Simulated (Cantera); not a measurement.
Charge: 1 mol Si₂H₆, 0.92 mol H₂O, 45 mol N₂, 0.22 mol CO₂, equilibrated at 0.00133 bar.

Equilibrium computed with Cantera from the NASA thermochemical tables; the gas is ideal and each condensed phase is pure. Candidate condensed phases: C, C₆H₆, C₇H₈, C₈H₁₈, H₂O, Si, SiC, SiO₂, Si₂N₂O, Si₃N₄; 151 gas species. The feed counts by its element totals alone. Equilibrium is a limit: real reactors are often held back by kinetics, nucleation or transport.

### Question
At 1500 K, list the 5 most abundant gas species with their mole fractions, and the condensed phases.

### Answer
N₂ 0.909, H₂ 0.0806, SiO 0.00576, CO 0.00453, H 0.000137. Condensed: Si₂N₂O(s).
